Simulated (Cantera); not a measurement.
A Cantera script and what it prints.

```python
import numpy as np
import cantera as ct

gas_names = """
    C2H6 CO TaO2 C2H5OH
""".split()
cond_names = """
    TaC(s) TaC(L)
""".split()


# ... load() reads the species with a 1 bar reference pressure and builds the phases ...
species = {s.name: s for s in load("nasa_gas.yaml", gas_names) + load("nasa_condensed.yaml", cond_names)}
# Each term lists the table entries of one substance; the one whose range holds T is used.
reactions = {
    '3 C2H6(g) + CO(g) + TaO2(g) = 3 C2H5OH(g) + TaC':
        [(-3, ['C2H6']), (-1, ['CO']), (-1, ['TaO2']), (3, ['C2H5OH']), (1, ['TaC(s)', 'TaC(L)'])],
}


def pick(names, T):
    return next(species[n] for n in names if species[n].thermo.min_temp <= T <= species[n].thermo.max_temp)


results = []
for label, terms in reactions.items():
    print(label)
    print("     T/K   dH/kJ  dS/(J/K)   dG/kJ   log10 K")
    for T in [750, 825, 900, 975, 1050, 1125, 1200, 1275, 1350]:
        used = [(nu, pick(names, T)) for nu, names in terms]
        dH = sum(nu * s.thermo.h(T) for nu, s in used) / 1e6
        dS = sum(nu * s.thermo.s(T) for nu, s in used) / 1e3
        dG = dH - T * dS / 1e3
        logK = -dG * 1e6 / (ct.gas_constant * T * np.log(10))
        results.append((label, T, dH, dS, dG, logK, [s.name for _, s in used]))
        print(f"{T:8g} {dH:8.1f} {dS:8.1f} {dG:8.1f} {logK:8.2f}")
```

It prints:

```
3 C2H6(g) + CO(g) + TaO2(g) = 3 C2H5OH(g) + TaC
     T/K   dH/kJ  dS/(J/K)   dG/kJ   log10 K
     750   -278.5   -267.5    -77.8     5.42
     825   -276.7   -265.4    -57.8     3.66
     900   -275.1   -263.4    -38.0     2.21
     975   -273.4   -261.6    -18.3     0.98
    1050   -271.7   -259.9      1.2    -0.06
    1125   -270.0   -258.4     20.7    -0.96
    1200   -268.3   -256.9     40.0    -1.74
    1275   -266.5   -255.5     59.2    -2.43
    1350   -264.8   -254.2     78.3    -3.03
```

Source: NASA polynomial tables (part measured, part estimated), evaluated in Cantera. TaC: taken at fixed stoichiometry. Condensed species are held in their standard states even where they would react or evaporate.
